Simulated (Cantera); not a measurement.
Charge: 1 mol V2O3, 35 mol H2, 1.1 mol N2, equilibrated at 1330 Pa.

These are equilibrium values from Cantera (NASA tables, ideal gas, pure condensed phases), not measurements of a reactor. Candidate condensed phases: H2O, V, VN, VO, V2O3, V2O4, V2O5; 28 gas species. Mutual solubility and eutectic melting of coexisting phases are not modelled. VN, VO: taken at fixed stoichiometry. Condensed phases not in the tables: the oxides between V2O3 and V2O5 other than VO2, solid solutions among these carbides, nitrides and lower oxides, V2N. Rates play no part.

x: gas mole fraction; n: condensed amount in mol.

| T (°C) | x H2 | x N2 | x H2O | x H | x NH3 | n VN(s) | n V2O3(s) | n VO(s) |
|---|---|---|---|---|---|---|---|---|
| 950 | 0.969 | 0.0303 | 0.000683 | 2.56e-6 | 3.80e-7 | 0.0164 | 0.992 | 0 |
| 975 | 0.969 | 0.0302 | 0.000694 | 3.98e-6 | 3.41e-7 | 0.0167 | 0.992 | 0 |
| 1000 | 0.969 | 0.0305 | 0.000797 | 6.08e-6 | 3.07e-7 | 0 | 0.971 | 0.0575 |
| 1025 | 0.969 | 0.0305 | 0.000963 | 9.13e-6 | 2.77e-7 | 0 | 0.965 | 0.0695 |
| 1050 | 0.968 | 0.0305 | 0.00116 | 1.35e-5 | 2.51e-7 | 0 | 0.958 | 0.0835 |
| 1075 | 0.968 | 0.0305 | 0.00138 | 1.97e-5 | 2.28e-7 | 0 | 0.950 | 0.0995 |
| 1100 | 0.968 | 0.0305 | ___ | ___ | ___ | 0 | 0.941 | ___ |
| 1125 | 0.968 | 0.0305 | ___ | ___ | ___ | 0 | 0.931 | ___ |
| 1150 | 0.967 | 0.0305 | 0.00225 | 5.66e-5 | 1.75e-7 | 0 | 0.919 | 0.162 |
| 1175 | 0.967 | 0.0305 | 0.00262 | 7.85e-5 | 1.61e-7 | 0 | 0.906 | 0.189 |
| 1200 | 0.966 | 0.0305 | 0.00303 | 0.000108 | 1.49e-7 | 0 | 0.891 | 0.219 |
| 1225 | 0.966 | 0.0305 | 0.00349 | 0.000146 | 1.38e-7 | 0 | 0.874 | 0.252 |
| 1250 | 0.965 | 0.0305 | 0.00400 | 0.000197 | 1.28e-7 | 0 | 0.856 | 0.289 |
| 1275 | 0.965 | 0.0305 | 0.00456 | 0.000262 | 1.19e-7 | 0 | 0.835 | 0.329 |

Question: What belongs in the gaps?

Answer: 
- 1125, x H2O: 0.00192
- 1125, x H: 4.03e-5
- 1125, x NH3: 1.91e-7
- 1125, n VO(s): 0.139
- 1100, x H2O: 0.00163
- 1100, x H: 2.84e-5
- 1100, x NH3: 2.08e-7
- 1100, n VO(s): 0.118
